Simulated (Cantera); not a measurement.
A perfectly stirred reactor is fed with H2 : O2 = 0.011 : 1 (molar parts), at 0.0380 bar; it is held at 1300 K, and followed from long to short residence time.

Detailed kinetics in Cantera: GRI-Mech 3.0 (53 species, 325 reactions). Radical loss at walls, strong at low pressure, is not modelled.

What does this change do: pressure from 0.0380 bar to 0.0267 bar?


```csv
quantity,before,after
x(H2) at τ = 0.390 s,3.77e-5,4.33e-5
x(O2) at τ = 0.390 s,0.987,0.986
x(H) at τ = 0.390 s,2.80e-5,5.16e-5
x(OH) at τ = 0.390 s,0.000481,0.000590
x(H2O) at τ = 0.390 s,0.0106,0.0106
x(H2) at τ = 15.0 ms,0.000274,0.000339
x(O2) at τ = 15.0 ms,0.982,0.981
x(H) at τ = 15.0 ms,0.000275,0.000356
x(OH) at τ = 15.0 ms,0.00113,0.00126
x(H2O) at τ = 15.0 ms,0.00992,0.00975
```

What does this change do: pressure from 0.0380 bar to 0.0133 bar?


```csv
quantity,before,after
x(H2) at τ = 0.390 s,3.77e-5,6.04e-5
x(O2) at τ = 0.390 s,0.987,0.984
x(H) at τ = 0.390 s,2.80e-5,0.000143
x(OH) at τ = 0.390 s,0.000481,0.000828
x(H2O) at τ = 0.390 s,0.0106,0.0104
x(H2) at τ = 15.0 ms,0.000274,0.000558
x(O2) at τ = 15.0 ms,0.982,0.980
x(H) at τ = 15.0 ms,0.000275,0.000481
x(OH) at τ = 15.0 ms,0.00113,0.00148
x(H2O) at τ = 15.0 ms,0.00992,0.00934
```
